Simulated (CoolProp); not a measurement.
A single-stage vapour-compression cycle with isobutene: evaporating at 279.15 K (dew point), condensing at 345.15 K (bubble point), superheat 8 K, subcooling 2 K, compressor efficiency 0.7, no pressure losses. Each further row changes one setting.

Values from CoolProp's reference Helmholtz-energy equation of state, Lemmon 2005. It is a short technical equation, of lower accuracy than the large ones.

```tsv
case	cooling COP	pressure ratio	discharge temperature (K)	refrigerating effect (kJ/kg)	volumetric capacity (kJ/m³)
as stated	2.13	6.27	364.4	234	953
evaporating temperature 284.15 K	…	5.28	362.8	241	…
condensing temperature 340.15 K	…	…	359.3	247	1010
subcooling 7 K	2.26	6.27	364.4	247	1010
superheat 18 K	2.19	6.27	…	…	979
compressor efficiency 0.6	1.83	6.27	…	234	953
```

**Question.** Some entries are withheld; supply them.

**Answer.** 
- evaporating temperature 284.15 K, cooling COP: 2.42
- evaporating temperature 284.15 K, volumetric capacity (kJ/m³): 1150
- condensing temperature 340.15 K, cooling COP: 2.40
- condensing temperature 340.15 K, pressure ratio: 5.60
- superheat 18 K, discharge temperature (K): 374.5
- superheat 18 K, refrigerating effect (kJ/kg): 250
- compressor efficiency 0.6, discharge temperature (K): 373.0
